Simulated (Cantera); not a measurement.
Premixed flame

A freely propagating, adiabatic, planar premixed flame of CH4 : O2 : N2 : CO2 = 1 : 2.82 : 10.6 : 0.93 (molar parts), equivalence ratio 0.71, unburnt at 350 K and 143 Torr; mixture-averaged transport, grid criteria slope 0.08 and curve 0.16, no radiation.

Model: GRI-Mech 3.0 (53 species, 325 reactions), integrated in Cantera. Burning velocities carry a grid error of a few per cent, more on coarse grids.

```
z (mm)  T (K)  u (m/s)     x CH4    x O2       x H      x CO    x HCN       x O
------  -----  -------  --------  ------  --------  --------  -------  --------
-7.97     350    0.329    0.0651   0.184     <1e-8   1.53e-6    <1e-8     <1e-8
-5.31     351    0.330    0.0650   0.183     <1e-8   2.43e-5    <1e-8     <1e-8
-3.98     357    0.336    0.0645   0.183     <1e-8  0.000134    <1e-8     <1e-8
-2.66     407    0.384    0.0615   0.179   1.93e-8   0.00120    <1e-8   2.67e-8
-1.33     733    0.698    0.0434   0.153   5.54e-5   0.00971  2.69e-8   4.34e-6
-0.664   1060     1.01    0.0243   0.123  0.000420    0.0201  6.63e-8   7.10e-5
0        1370     1.31   0.00589  0.0875   0.00169    0.0292  1.21e-7  0.000817
0.664    1489     1.43  0.000427  0.0691   0.00315    0.0255  8.46e-8   0.00288
1.33     1527     1.46   1.84e-5  0.0633   0.00367    0.0190  2.94e-8   0.00371
2.66     1572     1.49   4.05e-8  0.0598   0.00333    0.0125    <1e-8   0.00361
5.31     1627     1.54     <1e-8  0.0576   0.00221   0.00872    <1e-8   0.00281
10.6     1682     1.59     <1e-8  0.0559   0.00107   0.00601    <1e-8   0.00177
21.2     1725     1.62     <1e-8  0.0546  0.000396   0.00344    <1e-8  0.000926
```
x: mole fraction of selected species; z is measured from the peak of heat release.

```json
{
  "laminar_burning_velocity": "32.8 cm/s",
  "thermal_thickness": "2.66 mm",
  "peak x(H)": "0.00369",
  "peak x(CO)": "0.0294",
  "peak x(HCN)": "1.24e-7",
  "peak x(O)": "0.00378"
}
```
